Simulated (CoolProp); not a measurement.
Model: reference Helmholtz-energy equation of state, Fiedler 2023, in CoolProp.

Q: For tetrahydrofuran, give the phase and the Z, cv (kJ/(kg K)), speed of sound (m/s), Joule-Thomson coefficient (K/MPa) at 100.35 °C and 6190 kPa.

A: 
- 100.35 °C and 6190 kPa: liquid; Z 0.179, cv 1.46, speed of sound 977, Joule-Thomson coefficient -0.281
